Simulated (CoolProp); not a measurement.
R1233zd(E) along the isobar 5.23 MPa: density (kg/m³) from the reference equation and from simpler models built on Tc = 165.7 °C, pc = 3.583 MPa, ω = 0.304; each cubic takes its own stable root.

Values from CoolProp's reference Helmholtz-energy equation of state, Akasaka 2022.

```json
[
 {"T (°C)": "113.25", "phase": "liquid", "reference": "1041"},
 {"T (°C)": "118.55", "phase": "liquid", "reference": "1023"},
 {"T (°C)": "123.85", "phase": "liquid", "reference": "1004"},
 {"T (°C)": "129.15", "phase": "liquid", "reference": "984.6"},
 {"T (°C)": "134.45", "phase": "liquid", "reference": "963.7"},
 {"T (°C)": "139.75", "phase": "liquid", "reference": "941.4"},
 {"T (°C)": "145.05", "phase": "liquid", "reference": "917.7"},
 {"T (°C)": "150.35", "phase": "liquid", "reference": "891.9"},
 {"T (°C)": "155.65", "phase": "liquid", "reference": "863.8"},
 {"T (°C)": "160.95", "phase": "liquid", "reference": "832.4"},
 {"T (°C)": "166.25", "phase": "supercritical", "reference": "796.8"},
 {"T (°C)": "171.55", "phase": "supercritical", "reference": "755.0"},
 {"T (°C)": "176.85", "phase": "supercritical", "reference": "704.4"}
]
```

Question: How far does each simpler model (van der Waals, Redlich-Kwong, Soave-Redlich-Kwong) lie from the reference over these 13 states: mean and median of the absolute difference, and the worst?

Answer: 
- van der Waals: mean 34.1 %, median 35.1 %, worst -37.0 % at 113.25 °C and 5.23 MPa
- Redlich-Kwong: mean 16.7 %, median 16.8 %, worst -17.6 % at 160.95 °C and 5.23 MPa
- Soave-Redlich-Kwong: mean 15.1 %, median 14.7 %, worst -19.1 % at 176.85 °C and 5.23 MPa
